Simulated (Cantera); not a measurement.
An adiabatic, constant-volume homogeneous reactor starts with 7.58 % CH4, 19.4 % O2, 73.0 % N2, at 1475 K and 10.0 bar.

Computed with Cantera and GRI-Mech 3.0 (53 species, 325 reactions).

One state of this run: T (K) = 2966; P (bar) = 20.5; x CH4 = <1e-12; x O2 = 0.0385; x C2H = <1e-12; x CO = 0.0185; x C2H6 = <1e-12; x CH2CO = <1e-12; x CH2 = <1e-12. x: mole fraction; the columns are a selection and need not sum to one.

Question: Which value of t (s) does it belong to?
A. 0.180
B. 9.99e-5
C. 3.91e-5
D. 6.00e-6

Answer: A, 0.180
